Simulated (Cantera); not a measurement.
**Low-pressure radical oxidation in H2/O2**

An isothermal, constant-pressure homogeneous reactor starts with H2 : O2 = 0.16 : 1 (molar parts), at 1100 K and 21.8 Torr.

Cantera simulation using the H2/O2 subset of GRI-Mech 3.0, which has no nitrogen chemistry; the numbers are that mechanism's predictions, not measurements. Radical loss at walls, strong at low pressure, is not modelled. The temperature is held fixed by assumption; the heat of reaction is taken as removed at once.

| t (s) | x H2 | x O2 | x O | x HO2 | x H | x H2O2 |
|---|---|---|---|---|---|---|
| 1.00e-5 | 0.138 | 0.862 | 3.62e-11 | 3.01e-10 | 2.73e-10 | <1e-12 |
| 4.27e-5 | 0.138 | 0.862 | 5.37e-10 | 1.29e-9 | 1.18e-9 | <1e-12 |
| 0.000182 | 0.138 | 0.862 | 1.61e-8 | 5.83e-9 | 2.05e-8 | 4.84e-12 |
| 0.000777 | 0.136 | 0.861 | 0.000629 | 7.56e-6 | 0.000782 | 9.73e-9 |
| 0.00331 | 0.00283 | 0.825 | 0.0218 | 2.03e-5 | 0.0120 | 6.47e-7 |
| 0.0141 | 0.000193 | 0.850 | 0.00146 | 8.57e-6 | 0.000184 | 5.20e-7 |
| 0.0603 | 9.31e-6 | 0.852 | 7.67e-5 | 1.15e-6 | 2.22e-6 | 1.69e-7 |
| 0.257 | 7.95e-7 | 0.852 | 7.57e-6 | 1.47e-7 | 6.90e-8 | 4.33e-8 |
| 1.10 | 1.12e-7 | 0.852 | 1.17e-6 | 2.53e-8 | 4.15e-9 | 1.09e-8 |
| 4.69 | 2.06e-8 | 0.852 | 2.23e-7 | 6.31e-9 | 3.48e-10 | 2.69e-9 |
| 20.0 | 4.43e-9 | 0.852 | 4.89e-8 | 4.02e-9 | 3.57e-11 | 6.74e-10 |
x: mole fraction; the columns are a selection and need not sum to one.

Equilibrium at this temperature and pressure: H2 1.25e-9, O2 0.852, O 1.36e-8, HO2 5.72e-9, H 5.40e-12, H2O2 2.10e-10 (gas phase only).
